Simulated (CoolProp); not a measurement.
R1234ze(Z) along the isobar 0.675 MPa: density (kg/m³) from the reference equation and from simpler models built on Tc = 150.1 °C, pc = 3.531 MPa, ω = 0.327; each cubic takes its own stable root.

Model: reference Helmholtz-energy equation of state, Akasaka 2019, in CoolProp.

| T (°C) | phase | reference | ideal gas | van der Waals | Redlich-Kwong | Soave-Redlich-Kwong |
|---|---|---|---|---|---|---|
| 80.45 | gas | 31.00 | 26.18 | 28.93 | 29.73 | 30.15 |
| 88.35 | gas | 29.83 | 25.61 | 28.14 | 28.81 | 29.15 |
| 96.15 | gas | 28.79 | 25.07 | 27.40 | 27.98 | 28.24 |
| 104.05 | gas | 27.84 | 24.54 | 26.69 | 27.19 | 27.39 |
| 111.85 | gas | 26.99 | 24.05 | 26.03 | 26.46 | 26.62 |
| 119.75 | gas | 26.20 | 23.56 | 25.40 | 25.77 | 25.88 |
| 127.55 | gas | 25.47 | 23.11 | 24.81 | 25.13 | 25.21 |
| 135.45 | gas | 24.80 | 22.66 | 24.24 | 24.52 | 24.56 |
| 143.25 | gas | 24.17 | 22.23 | 23.71 | 23.95 | 23.97 |
| 151.15 | gas | 23.58 | 21.82 | 23.20 | 23.40 | 23.40 |
| 158.95 | gas | 23.03 | 21.43 | 22.71 | 22.89 | 22.87 |
| 166.85 | gas | 22.50 | 21.04 | 22.24 | 22.39 | 22.36 |
